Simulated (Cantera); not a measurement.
# Adiabatic ignition

An adiabatic, constant-pressure homogeneous reactor starts with CO : H₂ : CH₄ : O₂ : N₂ = 1 : 0.7 : 0.053 : 1.31 : 4.92 (molar parts), at 1200 K and 0.370 bar.

Detailed kinetics in Cantera: GRI-Mech 3.0 (53 species, 325 reactions).

```
t (s)     T (K)    x CO     x H₂    x CH₄      x OH    x CH₂O     x H₂O
--------  -----  ------  -------  -------  --------  --------  --------
5.00e-6    1200   0.125   0.0877  0.00664  5.48e-10    <1e-12  8.92e-10
9.68e-6    1200   0.125   0.0877  0.00664   1.44e-9  1.44e-12   4.50e-9
1.87e-5    1200   0.125   0.0877  0.00664   4.75e-9  1.18e-11   2.53e-8
3.62e-5    1200   0.125   0.0877  0.00664   2.87e-8  1.44e-10   2.16e-7
7.01e-5    1200   0.125   0.0877  0.00664   7.04e-7   6.80e-9   5.97e-6
0.000136   1208   0.125   0.0846  0.00611  0.000303  0.000106   0.00275
0.000263   1713  0.0667   0.0119   <1e-12    0.0115  9.35e-11    0.0656
0.000508   2022  0.0558   0.0109   <1e-12    0.0159  4.02e-11    0.0758
0.000984   2243  0.0491  0.00836   <1e-12    0.0168  3.20e-11    0.0851
0.00190    2412  0.0402  0.00606   <1e-12    0.0160  2.46e-11    0.0920
0.00368    2507  0.0336  0.00471   <1e-12    0.0148  2.14e-11    0.0958
0.00713    2525  0.0321  0.00445   <1e-12    0.0144  2.10e-11    0.0967
0.0138     2522  0.0319  0.00443   <1e-12    0.0142  2.09e-11    0.0969
0.0267     2519  0.0318  0.00442   <1e-12    0.0140  2.08e-11    0.0970
0.0517     2517  0.0317  0.00441   <1e-12    0.0138  2.07e-11    0.0971
0.100      2516  0.0317  0.00441   <1e-12    0.0138  2.07e-11    0.0972
```
x: mole fraction; the columns are a selection and need not sum to one.

```
Quantity                                                             Value
---------------------------------  ---------------------------------------
time of steepest temperature rise                                 0.167 ms
temperature at 0.100 s                                              2516 K
equilibrium temperature                                             2516 K
x(CO) at 0.100 s                     0.0317 (gas-phase equilibrium 0.0317)
x(H₂) at 0.100 s                   0.00441 (gas-phase equilibrium 0.00441)
x(CH₄) at 0.100 s                    <1e-12 (gas-phase equilibrium <1e-12)
```
